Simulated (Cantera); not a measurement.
Input: 1 mol CaCO3, 5.6 mol H2O, equilibrated at 900 °C and 2.40 mbar.

Cantera equilibrium calculation (NASA polynomials, part measured and part estimated; ideal gas, pure solids and liquids). Candidate condensed phases: C, C6H6, C7H8, C8H18, Ca, CaCO3, CaO, Ca(OH)2, H2O; 115 gas species. Rates play no part.

Q: What is the equilibrium state?

A: 
| Quantity | Result |
|---|---|
| x(H2O) | 0.848 |
| x(CO2) | 0.152 |
| x(H2) | 2.97e-5 |
| x(O2) | 1.76e-5 |
| x(CO) | 6.74e-6 |
| x(OH) | 2.59e-6 |
| n(CaO(s)) | 1.00 mol |
| gas amount | 6.600 mol |
| log10 activity of C(graphite) (absent) | -13.70 |
| log10 activity of Ca(l) (absent) | -19.09 |
